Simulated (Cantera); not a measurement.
# Hydrogen reduction and annealing atmospheres: CuO + H2 + H2O

A closed system holds: 1 mol CuO, 2100 mol H2, 0.04 mol H2O, equilibrated at 1.00 bar.

These are equilibrium values from Cantera (NASA tables, ideal gas, pure condensed phases), not measurements of a reactor. Candidate condensed phases: Cu, CuO, Cu(OH)2, Cu2O, H2O; 12 gas species. Kinetics and transport are ignored.

```tsv
T (K)	x H2	x H	x H2O	x Cu	x Cu2	x OH	x O	n Cu(s)	n Cu(l)
675	1.000	<1e-12	0.000495	<1e-12	<1e-12	<1e-12	<1e-12	1.00	0
825	1.000	7.93e-12	0.000495	<1e-12	<1e-12	<1e-12	<1e-12	1.00	0
975	1.000	1.14e-9	0.000495	5.58e-12	<1e-12	<1e-12	<1e-12	1.00	0
1125	1.000	4.44e-8	0.000495	1.34e-9	<1e-12	<1e-12	<1e-12	1.000	0
1275	1.000	7.37e-7	0.000495	8.66e-8	5.54e-12	4.25e-12	<1e-12	1.000	0
1425	0.999	6.82e-6	0.000495	2.17e-6	5.10e-10	7.39e-11	<1e-12	0	0.995
1575	0.999	4.15e-5	0.000495	2.73e-5	1.70e-8	7.48e-10	<1e-12	0	0.943
1725	0.999	0.000186	0.000495	0.000219	2.99e-7	5.07e-9	<1e-12	0	0.539
1875	0.998	0.000655	0.000495	0.000475	4.74e-7	2.53e-8	1.26e-11	0	0
2025	0.997	0.00192	0.000494	0.000475	1.87e-7	9.96e-8	1.39e-10	0	0
2175	0.994	0.00487	0.000493	0.000475	8.37e-8	3.24e-7	1.11e-9	0	0
```
x: gas mole fraction; n: condensed amount in mol.

From 675 K to 1275 K the condensed part is Cu(s). From 1425 K to 1725 K the condensed part is Cu(l). From 1875 K to 2175 K nothing is condensed.
